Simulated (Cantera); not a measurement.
A Cantera script and its output.

```python
import numpy as np
import cantera as ct

gas = ct.Solution("h2o2.yaml")
gas.TPX = 548, 990000, {'H2': 1, 'O2': 0.725, 'N2': 2.72}
flame = ct.FreeFlame(gas, width=0.008)
flame.set_refine_criteria(ratio=3, slope=0.08, curve=0.16)
flame.transport_model = "unity-Lewis-number"
flame.solve(loglevel=0, auto=True)
z, T = flame.grid, flame.T
thick = (T[-1] - T[0]) / np.gradient(T, z).max()
show = ['H2', 'O2', 'HO2', 'H2O2', 'H', 'O']
print(f"laminar burning velocity  {flame.velocity[0] * 100:.3f} cm/s")
print(f"burnt temperature         {T[-1]:.1f} K")
print(f"thermal thickness         {thick * 1e3:.4f} mm")
print(f"grid points               {len(z)}")
z0 = z[flame.heat_release_rate.argmax()]
print(f"{'z/mm':>9s}{'T/K':>9s}{'u/(m/s)':>9s}" + "".join(f"{s:>11s}" for s in show))
rows = []
for k in (-3, -2, -1.5, -1, -0.5, -0.25, 0, 0.25, 0.5, 1, 2, 4, 8):
    zz = z0 + k * thick
    rows.append([k * thick, np.interp(zz, z, T), np.interp(zz, z, flame.velocity),
                 *(np.interp(zz, z, flame.X[gas.species_index(s)]) for s in show)])
    print(f"{rows[-1][0] * 1e3:9.3f}{rows[-1][1]:9.1f}{rows[-1][2]:9.3f}" + "".join(f"{x:11.3e}" for x in rows[-1][3:]))
```

Result:

```
laminar burning velocity  277.209 cm/s
burnt temperature         2203.9 K
thermal thickness         0.0218 mm
grid points               112
     z/mm      T/K  u/(m/s)         H2         O2        HO2       H2O2          H          O
   -0.065    548.5    2.775  2.249e-01  1.631e-01  1.206e-06  2.617e-07  2.532e-12  6.508e-10
   -0.044    551.4    2.789  2.246e-01  1.629e-01  8.348e-06  1.784e-06  6.779e-11  1.305e-08
   -0.033    557.8    2.820  2.239e-01  1.626e-01  2.398e-05  5.025e-06  3.853e-10  5.686e-08
   -0.022    591.0    2.981  2.202e-01  1.608e-01  1.083e-04  2.014e-05  1.305e-08  6.980e-07
   -0.011    835.0    4.146  1.920e-01  1.469e-01  7.513e-04  9.053e-05  5.047e-05  4.628e-05
   -0.005   1185.6    5.750  1.452e-01  1.246e-01  9.052e-04  9.473e-05  1.889e-03  5.901e-04
    0.000   1571.2    7.416  7.867e-02  9.278e-02  5.087e-04  1.648e-05  9.181e-03  3.130e-03
    0.005   1817.0    8.418  3.453e-02  6.990e-02  2.734e-04  5.677e-06  1.133e-02  5.710e-03
    0.011   1947.4    8.929  1.795e-02  6.077e-02  1.656e-04  4.057e-06  8.029e-03  5.869e-03
    0.022   2065.8    9.383  8.605e-03  5.666e-02  8.187e-05  2.694e-06  3.382e-03  3.853e-03
    0.044   2143.9    9.679  3.755e-03  5.581e-02  3.446e-05  1.685e-06  9.605e-04  1.730e-03
    0.087   2183.2    9.827  1.444e-03  5.590e-02  1.423e-05  1.032e-06  2.285e-04  6.777e-04
    0.174   2199.1    9.888  6.138e-04  5.614e-02  7.785e-06  7.289e-07  6.681e-05  3.075e-04
```

Computed with Cantera and the H2/O2 subset of GRI-Mech 3.0, which has no nitrogen chemistry. The hydrogen kinetics of GRI-Mech 3.0 are dated; newer H2 mechanisms differ, most at raised pressure. Unity Lewis numbers drop preferential diffusion, which matters most where H2 and H carry the flame. Burning velocities carry a grid error of a few per cent, more on coarse grids. Lean hydrogen flames are cellular in practice and burn faster than this planar one.
